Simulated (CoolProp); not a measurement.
A Linde-Hampson liquefier for oxygen: isothermal reversible compression at 280 K from 1 atm to 5 MPa, throttling to 1 atm, return gas leaving the recuperator 10 K below the feed. Each further row changes one setting.

Model: reference Helmholtz-energy equation of state, Schmidt 1985, in CoolProp.

```tsv
case	liquid yield per pass	compression work (kJ/kg of gas)
as stated	…	281
high pressure 10 MPa	…	…
warm-end temperature 310 K	…	312
warm-end gap 15 K	…	281
```

Task: Some entries are withheld; supply them.

Result: 
- as stated, liquid yield per pass: 0.012
- high pressure 10 MPa, liquid yield per pass: 0.047
- high pressure 10 MPa, compression work (kJ/kg of gas): 328
- warm-end temperature 310 K, liquid yield per pass: 0.005
- warm-end gap 15 K, liquid yield per pass: no liquid

Above 300 K oxygen's equation is extrapolated.
